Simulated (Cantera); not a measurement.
An isothermal, constant-pressure homogeneous reactor starts with NH3 : H2 = 1 : 7.4 (molar parts), at 2373 K and 0.880 bar.

Model: the gas-phase N/H chemistry of the illustrative SiF4/NH3 mechanism in the Surface Chemkin manual (1991), integrated in Cantera. Walls and surfaces, which speed up NH3 decomposition in real reactors, are not modelled.

x: mole fraction; the columns are a selection and need not sum to one.

| t (s) | x NH3 | x H2 | x N | x N2H2 | x N2H4 |
|---|---|---|---|---|---|
| 0.000500 | 0.0892 | 0.894 | 1.11e-5 | 1.88e-6 | 3.76e-8 |
| 0.00135 | 0.0527 | 0.913 | 1.14e-5 | 1.07e-6 | 1.87e-8 |
| 0.00364 | (withheld) | 0.933 | 1.22e-5 | (withheld) | (withheld) |
| 0.00981 | 0.000422 | 0.933 | 3.71e-6 | 2.06e-9 | 1.37e-11 |
| 0.0265 | 7.35e-5 | 0.933 | 6.93e-7 | 6.75e-11 | <1e-12 |
| 0.0714 | 2.27e-5 | 0.933 | 2.14e-7 | 7.24e-12 | <1e-12 |
| 0.193 | 8.08e-6 | 0.933 | 7.63e-8 | 1.69e-12 | <1e-12 |
| 0.519 | 3.40e-6 | 0.933 | 3.21e-8 | 1.03e-12 | <1e-12 |
| 1.40 | 2.25e-6 | 0.933 | 2.13e-8 | <1e-12 | <1e-12 |
| 3.78 | 2.19e-6 | 0.933 | 2.06e-8 | <1e-12 | <1e-12 |
| 10.2 | 2.19e-6 | 0.933 | 2.06e-8 | <1e-12 | <1e-12 |
| 27.5 | 2.19e-6 | 0.933 | 2.06e-8 | <1e-12 | <1e-12 |
| 74.1 | 2.19e-6 | 0.933 | 2.06e-8 | <1e-12 | <1e-12 |
| 200 | 2.19e-6 | 0.933 | 2.06e-8 | <1e-12 | <1e-12 |

Problem. Complete the blanks.

Solution. 
- 0.00364, x NH3: 0.0118
- 0.00364, x N2H2: 2.26e-7
- 0.00364, x N2H4: 2.62e-9
